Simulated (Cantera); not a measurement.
A perfectly stirred reactor is fed with CH₄ : H₂ = 0.013 : 1 (molar parts), at 0.0300 bar; it is held at 1725 K, and followed from long to short residence time.

Computed with Cantera and GRI-Mech 3.0 (53 species, 325 reactions). GRI-Mech 3.0 stops at C3 and has no aromatics, soot or wall deposition, so with more carbon than oxygen in the feed, carbon stays in small species such as C2H2 where larger ones or solid carbon would form. Radical loss at walls, strong at low pressure, is not modelled.

### Question
What does this change do: temperature 1725 to 1425 K?

### Answer
```
quantity                  before    after
----------------------  --------  -------
x(CH₄) at τ = 1.80 s     0.00613   0.0128
x(H₂) at τ = 1.80 s        0.990    0.987
x(H) at τ = 1.80 s      0.000995  3.18e-5
x(CH₃) at τ = 1.80 s    0.000125  8.26e-6
x(C₂H₆) at τ = 1.80 s    1.52e-7  1.25e-7
x(CH₄) at τ = 57.0 ms     0.0123   0.0128
x(H₂) at τ = 57.0 ms       0.987    0.987
x(H) at τ = 57.0 ms     0.000624  4.26e-6
x(CH₃) at τ = 57.0 ms   0.000158  1.11e-6
x(C₂H₆) at τ = 57.0 ms   3.19e-7  3.29e-9
```

### Question
What does this change do: temperature 1725 to 1850 K?

### Answer
| quantity | before | after |
|---|---|---|
| x(CH₄) at τ = 1.80 s | 0.00613 | 0.00260 |
| x(H₂) at τ = 1.80 s | 0.990 | 0.989 |
| x(H) at τ = 1.80 s | 0.000995 | 0.00288 |
| x(CH₃) at τ = 1.80 s | 0.000125 | 0.000151 |
| x(C₂H₆) at τ = 1.80 s | 1.52e-7 | 4.42e-8 |
| x(CH₄) at τ = 57.0 ms | 0.0123 | 0.00998 |
| x(H₂) at τ = 57.0 ms | 0.987 | 0.986 |
| x(H) at τ = 57.0 ms | 0.000624 | 0.00206 |
| x(CH₃) at τ = 57.0 ms | 0.000158 | 0.000417 |
| x(C₂H₆) at τ = 57.0 ms | 3.19e-7 | 4.28e-7 |
